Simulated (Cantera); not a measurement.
A closed system holds: 1 mol (CH3)2SiCl2, 2.2 mol H2, held at 2550 K and 13.3 mbar.

Method: chemical equilibrium by Gibbs-energy minimisation in Cantera with the NASA 1993 tables (ideal gas, pure condensed phases). Candidate condensed phases: C, C6H6, C7H8, C8H18, Si, SiC; 109 gas species. The feed counts by its element totals alone. The tables' values for SiCl, SiCl3 are old estimates; treat these amounts as uncertain. Gases not in the tables: Si2H6 and higher silanes. Equilibrium is a limit: real reactors are often held back by kinetics, nucleation or transport.

Base state: H2 0.469, H 0.185, HCl 0.172, Si 0.0709, Cl 0.0477, SiC2 0.0212, SiCl2 0.0123, SiCl 0.00759 (mole fractions); condensed: C(graphite).

What changes in the equilibrium state with this change: H2 from 2.2 to 1700 mol?


```json
[
 {"species": "H2", "before": "0.469", "after": "0.762"},
 {"species": "H", "before": "0.185", "after": "0.236"},
 {"species": "HCl", "before": "0.172", "after": "0.000849"},
 {"species": "Si", "before": "0.0709", "after": "0.000497"},
 {"species": "SiCl2", "before": "0.0123", "after": "1.30e-9"},
 {"species": "SiC2", "before": "0.0212", "after": "7.19e-6"},
 {"species": "Cl", "before": "0.0477", "after": "0.000185"},
 {"species": "Si2C", "before": "0.00591", "after": "6.38e-8"},
 {"species": "SiCl", "before": "0.00759", "after": "2.06e-7"},
 {"species": "Si2", "before": "0.000281", "after": "1.38e-8"},
 {"species": "SiCl3", "before": "1.83e-5", "after": "<1e-9"},
 {"species": "C(graphite), mol", "before": "1.51", "after": "0"}
]
```

What changes in the equilibrium state with this change: temperature from 2550 K to 1175 K?


```json
[
 {"species": "H2", "before": "0.469", "after": "0.702"},
 {"species": "HCl", "before": "0.172", "after": "0.289"},
 {"species": "SiCl4", "before": "1.62e-8", "after": "0.00825"},
 {"species": "H", "before": "0.185", "after": "8.89e-7"},
 {"species": "Si", "before": "0.0709", "after": "<1e-9"},
 {"species": "SiC2", "before": "0.0212", "after": "<1e-9"},
 {"species": "Cl", "before": "0.0477", "after": "3.20e-7"},
 {"species": "SiCl2", "before": "0.0123", "after": "0.000391"},
 {"species": "SiCl", "before": "0.00759", "after": "<1e-9"},
 {"species": "Si2C", "before": "0.00591", "after": "<1e-9"},
 {"species": "SiH", "before": "0.00138", "after": "<1e-9"},
 {"species": "Si2", "before": "0.000281", "after": "<1e-9"},
 {"species": "C(graphite), mol", "before": "1.51", "after": "1.06"},
 {"species": "SiC(s), mol", "before": "0", "after": "0.940"}
]
```
The tables' values for SiCl3 are old estimates; treat these amounts as uncertain.
